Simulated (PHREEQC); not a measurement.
Acid mine or pickling water: speciation

A made-up water analysis in mg/L, 25 °C, pH 3.89, pe 12.3: Na 108; K 123; Ca 58.4; Mg 10.8; Cl 96.5; S(6) as SO4 447; Cu(2) 2.8; Zn 0.147; Al 0.558; Pb 0.473; B 0.19; Si as SiO2 1.86.

Valence states are taken as typed.

Equilibrium calculation in PHREEQC: ion-association model, wateq4f.dat.

Each row changes one thing in this solution. Precipitation was switched off in this run.

```tsv
case	ionic strength (mol/kgw)	SO4-2 (mol/kgw)	Ca+2 (mol/kgw)	CaSO4 (mol/kgw)	Mg+2 (mol/kgw)	MgSO4 (mol/kgw)	SI of Quartz (SiO2)	SI of Anglesite (PbSO4)
as made	0.0164	0.00403	0.00112	0.000334	0.000329	0.000116	-0.53	-0.96
Ca from 58.4 to 117 mg/L	0.0183	0.00378	0.00231	0.000615	0.000338	0.000107	-0.53	?
Al from 0.558 to 1.67 mg/L	0.0164	0.00400	0.00113	0.000333	0.000329	0.000115	-0.53	-0.97
all concentrations times 4 at the same typed pH	?	?	0.00375	0.00211	?	0.000720	+0.08	-0.26
```

### Question
What belongs in the gaps?

### Answer

- Ca from 58.4 to 117 mg/L, SI of Anglesite (PbSO4): -0.99
- all concentrations times 4 at the same typed pH, ionic strength (mol/kgw): 0.0603
- all concentrations times 4 at the same typed pH, SO4-2 (mol/kgw): 0.0145
- all concentrations times 4 at the same typed pH, Mg+2 (mol/kgw): 0.00106

Some of these states are supersaturated (in Quartz (slow to form), for instance).
